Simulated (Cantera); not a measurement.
## Premixed flame

A freely propagating, adiabatic, planar premixed flame of 8.63 % CH4, 1.12 % H2, 19.0 % O2, 71.3 % N2, unburnt at 625 K and 0.700 bar; mixture-averaged transport, grid criteria slope 0.08 and curve 0.16, no radiation.

Computed with Cantera and GRI-Mech 3.0 (53 species, 325 reactions). Burning velocities carry a grid error of a few per cent, more on coarse grids.

```json
[
 {"z (mm)": "-1.28", "T (K)": "625", "u (m/s)": "1.63", "x CH4": "0.0862", "x H2": "0.0116", "x O2": "0.190", "x NO": "<1e-8", "x H2O": "1.84e-5", "x CH3": "3.63e-8"},
 {"z (mm)": "-0.856", "T (K)": "626", "u (m/s)": "1.64", "x CH4": "0.0861", "x H2": "0.0125", "x O2": "0.190", "x NO": "<1e-8", "x H2O": "0.000178", "x CH3": "4.15e-7"},
 {"z (mm)": "-0.642", "T (K)": "630", "u (m/s)": "1.65", "x CH4": "0.0857", "x H2": "0.0138", "x O2": "0.189", "x NO": "<1e-8", "x H2O": "0.000872", "x CH3": "2.42e-6"},
 {"z (mm)": "-0.428", "T (K)": "665", "u (m/s)": "1.75", "x CH4": "0.0832", "x H2": "0.0165", "x O2": "0.186", "x NO": "6.55e-8", "x H2O": "0.00557", "x CH3": "2.12e-5"},
 {"z (mm)": "-0.214", "T (K)": "976", "u (m/s)": "2.59", "x CH4": "0.0634", "x H2": "0.0219", "x O2": "0.162", "x NO": "9.73e-7", "x H2O": "0.0405", "x CH3": "0.000481"},
 {"z (mm)": "-0.107", "T (K)": "1363", "u (m/s)": "3.66", "x CH4": "0.0363", "x H2": "0.0248", "x O2": "0.124", "x NO": "2.74e-6", "x H2O": "0.0824", "x CH3": "0.00226"},
 {"z (mm)": "0", "T (K)": "1742", "u (m/s)": "4.72", "x CH4": "0.00945", "x H2": "0.0238", "x O2": "0.0773", "x NO": "6.35e-6", "x H2O": "0.126", "x CH3": "0.00230"},
 {"z (mm)": "0.107", "T (K)": "1903", "u (m/s)": "5.17", "x CH4": "0.000860", "x H2": "0.0181", "x O2": "0.0482", "x NO": "1.11e-5", "x H2O": "0.147", "x CH3": "0.000335"},
 {"z (mm)": "0.214", "T (K)": "1945", "u (m/s)": "5.27", "x CH4": "4.21e-5", "x H2": "0.0148", "x O2": "0.0373", "x NO": "1.45e-5", "x H2O": "0.152", "x CH3": "1.78e-5"},
 {"z (mm)": "0.428", "T (K)": "1989", "u (m/s)": "5.36", "x CH4": "1.46e-7", "x H2": "0.0138", "x O2": "0.0315", "x NO": "1.85e-5", "x H2O": "0.153", "x CH3": "6.70e-8"},
 {"z (mm)": "0.856", "T (K)": "2047", "u (m/s)": "5.49", "x CH4": "<1e-8", "x H2": "0.0133", "x O2": "0.0285", "x NO": "2.43e-5", "x H2O": "0.154", "x CH3": "<1e-8"},
 {"z (mm)": "1.71", "T (K)": "2121", "u (m/s)": "5.66", "x CH4": "<1e-8", "x H2": "0.0116", "x O2": "0.0259", "x NO": "3.53e-5", "x H2O": "0.159", "x CH3": "<1e-8"},
 {"z (mm)": "3.43", "T (K)": "2201", "u (m/s)": "5.84", "x CH4": "<1e-8", "x H2": "0.00926", "x O2": "0.0232", "x NO": "5.70e-5", "x H2O": "0.165", "x CH3": "<1e-8"}
]
```
x: mole fraction of selected species; z is measured from the peak of heat release.

```yaml
laminar_burning_velocity: 163 cm/s
thermal_thickness: 0.428 mm
peak x(CH3): 0.00293
grid_points: 161
```
